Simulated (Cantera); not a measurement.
**Equilibrium for hydrogen reduction and annealing atmospheres: FeS + H₂ + H₂O**

Charge: 1 mol FeS, a varied amount of H₂, 4.6 mol H₂O, at 1552 °C and 7.50 Torr.

Equilibrium computed with Cantera from the NASA thermochemical tables; the gas is ideal and each condensed phase is pure. Candidate condensed phases: Fe, FeO, Fe(OH)₂, Fe(OH)₃, FeS, FeSO₄, FeS₂, Fe₂O₃, Fe₂(SO₄)₃, Fe₃O₄, H₂O, H₂SO₄, S; 22 gas species. Rates play no part.

```tsv
n(H₂) (mol)	x H₂	x H₂O	x S₂	x H₂S	x H	x Fe	x SH	n Fe(l)
30	0.842	0.129	0.00767	0.00734	0.00404	0.00418	0.00375	0.852
43	0.881	0.0945	0.00506	0.00624	0.00413	0.00418	0.00312	0.798
63	0.913	0.0669	0.00312	0.00508	0.00421	0.00418	0.00249	0.714
92	0.936	0.0470	0.00187	0.00403	0.00426	0.00418	0.00195	0.592
130	0.951	0.0338	0.00113	0.00319	0.00430	0.00418	0.00153	0.432
200	0.965	0.0223	0.000583	0.00232	0.00433	0.00418	0.00111	0.137
290	0.974	0.0155	0.000319	0.00173	0.00435	0.00337	0.000823	0
420	0.980	0.0108	0.000170	0.00127	0.00436	0.00234	0.000603	0
610	0.985	0.00745	8.80e-5	0.000920	0.00437	0.00162	0.000435	0
890	0.988	0.00512	4.42e-5	0.000654	0.00438	0.00111	0.000309	0
1300	0.991	0.00351	2.18e-5	0.000460	0.00438	0.000764	0.000217	0
1900	0.992	0.00241	1.06e-5	0.000321	0.00439	0.000524	0.000151	0
```
x: gas mole fraction; n: condensed amount in mol.

From 30 mol H₂ to 200 mol H₂ the condensed part is Fe(l). From 290 mol H₂ to 1900 mol H₂ nothing is condensed. The main Fe-bearing gas is Fe throughout.
